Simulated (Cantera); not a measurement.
Thermodynamics of silicon oxide and oxynitride deposition, feed SiH₄ + O₂

A closed system holds: 1 mol SiH₄, 0.31 mol O₂, equilibrated at 61000 Pa.

Equilibrium computed with Cantera from the NASA thermochemical tables; the gas is ideal and each condensed phase is pure. Candidate condensed phases: H₂O, Si, SiO₂; 18 gas species. Each liquid is taken as pure. Mutual solubility and eutectic melting of coexisting phases are not modelled. The tables hold silica as quartz up to 1696 K and as liquid above; real silica turns to tridymite and cristobalite and melts near 1996 K. Gases not in the tables: Si₂H₆ and higher silanes. Equilibrium is a limit: real reactors are often held back by kinetics, nucleation or transport.

From 1523 K to 1673 K the condensed part is Si(s) + SiO₂(β-quartz). From 1723 K to 1873 K the condensed part is Si(l) + SiO₂(condensed). At 1923 K the condensed part is Si(l). The main Si-bearing gas is SiO throughout. The share of Si in condensed phases is highest at 1523 K (99.7 %) and lowest at 1923 K (38.0 %).

```tsv
T (K)	x H₂	x SiO	x H	x H₂O	n Si(s)	n SiO₂(β-quartz)	n Si(l)	n SiO₂(condensed)
1523	0.999	0.00128	2.96e-5	4.21e-6	0.689	0.309	0	0
1573	0.997	0.00301	5.20e-5	6.95e-6	0.687	0.307	0	0
1623	0.993	0.00669	8.82e-5	1.11e-5	0.683	0.303	0	0
1673	0.986	0.0142	0.000145	1.71e-5	0.676	0.296	0	0
1723	0.972	0.0276	0.000230	2.63e-5	0	0	0.662	0.282
1773	0.949	0.0505	0.000355	3.95e-5	0	0	0.637	0.257
1823	0.910	0.0894	0.000529	5.70e-5	0	0	0.592	0.212
1873	0.846	0.153	0.000760	7.78e-5	0	0	0.509	0.129
1923	0.762	0.236	0.00105	9.35e-5	0	0	0.380	0
```
x: gas mole fraction; n: condensed amount in mol.
